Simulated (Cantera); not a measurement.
## Reactions in the system Ba-H-O

Source: NASA polynomial tables (part measured, part estimated), evaluated in Cantera. Values are per mole of reaction as written; species without (g) are pure solids or liquids, kept so even where they would boil at 1 bar.

Ba + H₂O(g) → BaO + H₂(g)

```json
[
 {"T (K)": "300", "ΔH° (kJ)": "-306.3", "ΔS° (J/K)": "-48.3", "ΔG° (kJ)": "-291.8", "log10 K": "50.80", "condensed phases": "Ba(s), BaO(s)"},
 {"T (K)": "1850", "ΔH° (kJ)": "-300.9", "ΔS° (J/K)": "-37.4", "ΔG° (kJ)": "-231.7", "log10 K": "6.54", "condensed phases": "Ba(l), BaO(s)"},
 {"T (K)": "1875", "ΔH° (kJ)": "-300.7", "ΔS° (J/K)": "-37.3", "ΔG° (kJ)": "-230.8", "log10 K": "6.43", "condensed phases": "Ba(l), BaO(s)"},
 {"T (K)": "1900", "ΔH° (kJ)": "-300.5", "ΔS° (J/K)": "-37.2", "ΔG° (kJ)": "-229.8", "log10 K": "6.32", "condensed phases": "Ba(l), BaO(s)"},
 {"T (K)": "1925", "ΔH° (kJ)": "-300.4", "ΔS° (J/K)": "-37.1", "ΔG° (kJ)": "-228.9", "log10 K": "6.21", "condensed phases": "Ba(l), BaO(s)"},
 {"T (K)": "1950", "ΔH° (kJ)": "-300.2", "ΔS° (J/K)": "-37.0", "ΔG° (kJ)": "-228.0", "log10 K": "6.11", "condensed phases": "Ba(l), BaO(s)"},
 {"T (K)": "1975", "ΔH° (kJ)": "-300.0", "ΔS° (J/K)": "-37.0", "ΔG° (kJ)": "-227.1", "log10 K": "6.00", "condensed phases": "Ba(l), BaO(s)"},
 {"T (K)": "2000", "ΔH° (kJ)": "-299.9", "ΔS° (J/K)": "-36.9", "ΔG° (kJ)": "-226.1", "log10 K": "5.91", "condensed phases": "Ba(l), BaO(s)"},
 {"T (K)": "2025", "ΔH° (kJ)": "-299.7", "ΔS° (J/K)": "-36.8", "ΔG° (kJ)": "-225.2", "log10 K": "5.81", "condensed phases": "Ba(l), BaO(s)"},
 {"T (K)": "2050", "ΔH° (kJ)": "-299.5", "ΔS° (J/K)": "-36.7", "ΔG° (kJ)": "-224.3", "log10 K": "5.71", "condensed phases": "Ba(l), BaO(s)"},
 {"T (K)": "2075", "ΔH° (kJ)": "-299.3", "ΔS° (J/K)": "-36.6", "ΔG° (kJ)": "-223.4", "log10 K": "5.62", "condensed phases": "Ba(l), BaO(s)"},
 {"T (K)": "2100", "ΔH° (kJ)": "-299.2", "ΔS° (J/K)": "-36.5", "ΔG° (kJ)": "-222.5", "log10 K": "5.53", "condensed phases": "Ba(l), BaO(s)"}
]
```
